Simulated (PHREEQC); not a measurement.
Solution (25 °C and 300 atm): 0.088 mol/kgw HCl, 5.7e-05 mol/kgw MnSO4 and 0.094 mol/kgw Fe2(SO4)3. Closed to the air; pH follows from the charge balance.

Model: ion-association model, phreeqc.dat, run in PHREEQC.

```yaml
pH: 1.54
ionic_strength: 0.319 mol/kgw
activity_of_water: 0.994
total_alkalinity: -464 meq/kg
```

```
species    molality  activity   log γ
---------  --------  --------  ------
FeSO4+        0.121    0.0859  -0.147
Cl-          0.0818    0.0561  -0.164
SO4-2        0.0430    0.0107  -0.602
H+           0.0365    0.0286  -0.106
Fe(SO4)2-    0.0331    0.0243  -0.133
HSO4-        0.0299    0.0220  -0.133
FeHSO4+2     0.0224   0.00657  -0.533
Fe+3        0.00549  0.000605  -0.958
```

No solid was allowed to form. Saturation is exceeded, for instance for Hematite (slow to form), Goethite (slow to form); the values hold only as long as no solid forms. Under pressure, the constants of complexes without a molar volume in the database are unreliable.
